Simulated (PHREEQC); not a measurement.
Make-up at 25 °C: 0.012 mol NH4Cl, 9e-05 mol NaOH and 0.00011 mol KCl per kg of water. Closed to the air; pH follows from the charge balance.

The numbers come from PHREEQC with the ion-association model, phreeqc.dat.

This is a speciation only: nothing precipitates in the calculation.

Predict the pH, specific conductance.

pH 7.17; specific conductance 1690 µS/cm.

Species that the database lacks are ignored.
